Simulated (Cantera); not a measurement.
Input (Python, Cantera) and output of one run.

```python
import numpy as np
import cantera as ct

gas_names = """
    C CN CO CO2 C2 CCN CNC C2N2 C2O C3 C3O2 C4 C4N2 C5 Fe FeC5O5 FeO N NCO NO NO2 NO3 N2 N2O O O2 O3
""".split()
cond_names = """
    C(gr) Fe(a) Fe(c) Fe(d) Fe(L) FeC5O5(L) FeO(s) FeO(L) Fe2O3(s) Fe3O4(s)
""".split()


def load(file, names, dense=False):
    # The tables refer to 1 bar. Condensed volumes are neglected.
    table = {s.name: s for s in ct.Species.list_from_file(file)}
    out = []
    for n in names:
        d = dict(table[n].input_data)
        d["thermo"] = dict(d["thermo"], **{"reference-pressure": 1e5})
        if dense:
            d["equation-of-state"] = {"model": "constant-volume", "density": "1e6 g/cm^3"}
        out.append(ct.Species.from_dict(d))
    return out


gas = ct.Solution(thermo="ideal-gas", species=load("nasa_gas.yaml", gas_names))
cond = {s.name: ct.Solution(thermo="fixed-stoichiometry", species=[s], name=s.name)
        for s in load("nasa_condensed.yaml", cond_names, dense=True)}
atoms = {
    'Fe3O4': {'Fe': 3, 'O': 4},
    'CO': {'C': 1, 'O': 1},
    'N2': {'N': 2},
}
top_T = {'C(gr)': 4500, 'Fe2O3(s)': 1830, 'Fe3O4(s)': 1870}  # K; cautious upper limits of use, not melting points


def equilibrate(T, P, feed):
    n = {}
    for name, mol in feed.items():
        for a, k in atoms[name].items():
            n[a] = n.get(a, 0.0) + k * mol
    gas.TPX = T, P, n
    mass = sum(n.values()) * gas.mean_molecular_weight
    gas.equilibrate("TP")
    valid = [c for c in cond.values() if c.min_temp <= T <= top_T.get(c.name, c.max_temp)]
    mix = ct.Mixture([(gas, mass / gas.mean_molecular_weight)] + [(c, 0.0) for c in valid])
    mix.T, mix.P = T, P
    mix.equilibrate("TP", solver="vcs", rtol=1e-11, max_steps=5000)
    return mix


results = []
P = 1000  # Pa
for T in [1925, 1975, 2025, 2075, 2125, 2175, 2225, 2275, 2325, 2375, 2425, 2475, 2525]:
    for m in [1.3, 2.4, 3.4, 4.5, 5.5, 6.6, 7.6, 8.7, 9.7, 11, 12]:
        feed = {'Fe3O4': 1, 'CO': m, 'N2': 4.9}  # mol
        mix = equilibrate(T, P, feed)
        results.append((T, P, feed, dict(zip(mix.species_names, mix.species_moles))))

for T, P, feed, n in results:
    print(f"{T:7g} {feed['CO']:10.4g}  " + (" + ".join(c for c in cond_names if n.get(c, 0) > 1e-12) or "gas only"))
```

Result:

```
   1925        1.3  FeO(L)
   1925        2.4  FeO(L)
   1925        3.4  FeO(L)
   1925        4.5  FeO(L)
   1925        5.5  FeO(L)
   1925        6.6  FeO(L)
   1925        7.6  FeO(L)
   1925        8.7  FeO(L)
   1925        9.7  FeO(L)
   1925         11  FeO(L)
   1925         12  FeO(L)
   1975        1.3  FeO(L)
   1975        2.4  FeO(L)
   1975        3.4  FeO(L)
   1975        4.5  FeO(L)
   1975        5.5  FeO(L)
   1975        6.6  FeO(L)
   1975        7.6  FeO(L)
   1975        8.7  FeO(L)
   1975        9.7  FeO(L)
   1975         11  FeO(L)
   1975         12  FeO(L)
   2025        1.3  FeO(L)
   2025        2.4  FeO(L)
   2025        3.4  FeO(L)
   2025        4.5  FeO(L)
   2025        5.5  FeO(L)
   2025        6.6  FeO(L)
   2025        7.6  FeO(L)
   2025        8.7  FeO(L)
   2025        9.7  FeO(L)
   2025         11  FeO(L)
   2025         12  FeO(L)
   2075        1.3  FeO(L)
   2075        2.4  FeO(L)
   2075        3.4  FeO(L)
   2075        4.5  FeO(L)
   2075        5.5  FeO(L)
   2075        6.6  FeO(L)
   2075        7.6  FeO(L)
   2075        8.7  FeO(L)
   2075        9.7  FeO(L)
   2075         11  FeO(L)
   2075         12  FeO(L)
   2125        1.3  FeO(L)
   2125        2.4  FeO(L)
   2125        3.4  FeO(L)
   2125        4.5  FeO(L)
   2125        5.5  FeO(L)
   2125        6.6  FeO(L)
   2125        7.6  FeO(L)
   2125        8.7  FeO(L)
   2125        9.7  FeO(L)
   2125         11  FeO(L)
   2125         12  FeO(L)
   2175        1.3  FeO(L)
   2175        2.4  FeO(L)
   2175        3.4  FeO(L)
   2175        4.5  FeO(L)
   2175        5.5  FeO(L)
   2175        6.6  FeO(L)
   2175        7.6  FeO(L)
   2175        8.7  FeO(L)
   2175        9.7  FeO(L)
   2175         11  FeO(L)
   2175         12  FeO(L)
   2225        1.3  FeO(L)
   2225        2.4  FeO(L)
   2225        3.4  FeO(L)
   2225        4.5  FeO(L)
   2225        5.5  FeO(L)
   2225        6.6  FeO(L)
   2225        7.6  FeO(L)
   2225        8.7  FeO(L)
   2225        9.7  FeO(L)
   2225         11  FeO(L)
   2225         12  FeO(L)
   2275        1.3  FeO(L)
   2275        2.4  FeO(L)
   2275        3.4  FeO(L)
   2275        4.5  FeO(L)
   2275        5.5  FeO(L)
   2275        6.6  FeO(L)
   2275        7.6  FeO(L)
   2275        8.7  FeO(L)
   2275        9.7  FeO(L)
   2275         11  FeO(L)
   2275         12  FeO(L)
   2325        1.3  FeO(L)
   2325        2.4  FeO(L)
   2325        3.4  FeO(L)
   2325        4.5  FeO(L)
   2325        5.5  FeO(L)
   2325        6.6  FeO(L)
   2325        7.6  FeO(L)
   2325        8.7  FeO(L)
   2325        9.7  FeO(L)
   2325         11  gas only
   2325         12  gas only
   2375        1.3  FeO(L)
   2375        2.4  FeO(L)
   2375        3.4  FeO(L)
   2375        4.5  FeO(L)
   2375        5.5  FeO(L)
   2375        6.6  FeO(L)
   2375        7.6  FeO(L)
   2375        8.7  gas only
   2375        9.7  gas only
   2375         11  gas only
   2375         12  gas only
   2425        1.3  FeO(L)
   2425        2.4  FeO(L)
   2425        3.4  FeO(L)
   2425        4.5  FeO(L)
   2425        5.5  gas only
   2425        6.6  gas only
   2425        7.6  gas only
   2425        8.7  gas only
   2425        9.7  gas only
   2425         11  gas only
   2425         12  gas only
   2475        1.3  FeO(L)
   2475        2.4  gas only
   2475        3.4  gas only
   2475        4.5  gas only
   2475        5.5  gas only
   2475        6.6  gas only
   2475        7.6  gas only
   2475        8.7  gas only
   2475        9.7  gas only
   2475         11  gas only
   2475         12  gas only
   2525        1.3  gas only
   2525        2.4  gas only
   2525        3.4  gas only
   2525        4.5  gas only
   2525        5.5  gas only
   2525        6.6  gas only
   2525        7.6  gas only
   2525        8.7  gas only
   2525        9.7  gas only
   2525         11  gas only
   2525         12  gas only
```

Cantera equilibrium calculation (NASA polynomials, part measured and part estimated; ideal gas, pure solids and liquids). The tables' stoichiometric FeO is somewhat more stable than real wüstite, so its field is too wide. FeO: taken at fixed stoichiometry.
